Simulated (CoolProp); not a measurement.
Saturated liquid density (kg/m³) of m-xylene: the reference equation beside estimates from Tc = 616.9 K, pc = 3.535 MPa, ω = 0.326. Rackett uses Z = 0.29056 − 0.08775 ω.

Computed with CoolProp (reference Helmholtz-energy equation of state, Zhou 2012).

```json
[
 {"T (K)": "324.1", "reference": "[?]", "Rackett": "824.6", "van der Waals": "472.7", "Redlich-Kwong": "700.7"},
 {"T (K)": "358.5", "reference": "806.4", "Rackett": "793.9", "van der Waals": "[?]", "Redlich-Kwong": "673.7"},
 {"T (K)": "392.9", "reference": "774.2", "Rackett": "761.4", "van der Waals": "439.3", "Redlich-Kwong": "[?]"},
 {"T (K)": "427.3", "reference": "740.0", "Rackett": "[?]", "van der Waals": "420.2", "Redlich-Kwong": "610.1"},
 {"T (K)": "461.7", "reference": "703.0", "Rackett": "[?]", "van der Waals": "399.1", "Redlich-Kwong": "572.4"},
 {"T (K)": "496.1", "reference": "661.8", "Rackett": "[?]", "van der Waals": "375.1", "Redlich-Kwong": "529.4"},
 {"T (K)": "530.5", "reference": "613.8", "Rackett": "599.5", "van der Waals": "347.2", "Redlich-Kwong": "479.0"},
 {"T (K)": "564.9", "reference": "553.2", "Rackett": "540.8", "van der Waals": "[?]", "Redlich-Kwong": "[?]"}
]
```

Task: Some entries are withheld; supply them.

Result: 
- 324.1, reference: 837.3
- 358.5, van der Waals: 456.7
- 392.9, Redlich-Kwong: 643.6
- 427.3, Rackett: 726.7
- 461.7, Rackett: 689.1
- 496.1, Rackett: 647.4
- 564.9, van der Waals: 312.6
- 564.9, Redlich-Kwong: 417.2

Absolute difference from the reference over all 8 rows, mean and median: Rackett 1.9 and 1.9 %, van der Waals 43.4 and 43.3 %, Redlich-Kwong 19.0 and 18.1 %.
